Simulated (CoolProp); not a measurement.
A single-stage vapour-compression cycle with cyclopentane: evaporating at 325.15 K (dew point), condensing at 377.15 K (bubble point), superheat 5 K, subcooling 2 K, compressor efficiency 0.9, no pressure losses. Each further row changes one setting.

Computed with CoolProp (reference Helmholtz-energy equation of state, Gedanitz 2015).

| case | cooling COP | pressure ratio | discharge temperature (K) | refrigerating effect (kJ/kg) | volumetric capacity (kJ/m³) |
|---|---|---|---|---|---|
| as stated | (withheld) | 4.13 | 378.9 | 289 | 850 |
| evaporating temperature 330.15 K | 5.38 | 3.52 | 378.6 | 296 | (withheld) |
| condensing temperature 372.15 K | (withheld) | 3.67 | (withheld) | 301 | (withheld) |
| subcooling 7 K | 4.88 | 4.13 | 378.9 | 301 | 882 |
| superheat 15 K | 4.77 | 4.13 | 388.4 | 304 | 862 |
| compressor efficiency 0.8 | 4.18 | 4.13 | 383.5 | 289 | 850 |

Task: What belongs in the gaps?

Result: 
- as stated, cooling COP: 4.70
- evaporating temperature 330.15 K, volumetric capacity (kJ/m³): 1010
- condensing temperature 372.15 K, cooling COP: 5.33
- condensing temperature 372.15 K, discharge temperature (K): 374.8
- condensing temperature 372.15 K, volumetric capacity (kJ/m³): 883
